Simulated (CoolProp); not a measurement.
Aqueous sodium chloride as a coolant, at 1 °C, 1 atm.

Computed with CoolProp (Melinder's fits for secondary coolants).

```csv
mass %,freezing point (°C),conductivity (W/(m K)),density (kg/m³),cp (kJ/(kg K)),Prandtl number
1.3,-0.8,0.562,1010,4.125,12.9
3.8,-2.3,0.561,1029,3.977,12.8
6.4,-4.0,0.559,1049,3.844,12.9
8.9,-5.7,0.558,1068,3.734,13.1
11.5,-7.8,0.556,1088,3.635,13.6
14,-9.9,0.555,1108,3.551,14.1
16.6,-12.5,0.552,1129,3.475,14.8
19.1,-15.4,0.550,1149,3.408,15.7
```
